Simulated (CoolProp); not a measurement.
Vapour-liquid equilibrium of benzene (1) + p-xylene (2) at 0.394 MPa; x and y are mole fractions of (1).

The numbers come from the multi-fluid Helmholtz-energy mixture model, Thol 2012 and Zhou 2012; pair parameters Bell 2016 in CoolProp.

Question: Give the bubble temperature and the first vapour's composition at x = 0.5, 0.65, 0.8. Is there an azeotrope?

Answer: x = 0.5: 428.8 K, y = 0.783; x = 0.65: 420.3 K, y = 0.875; x = 0.8: 413.0 K, y = 0.940. No azeotrope shows between x = 0.05 and 0.95.

Pair parameters are fitted to limited data, so mixtures are less certain than the pure fluids.
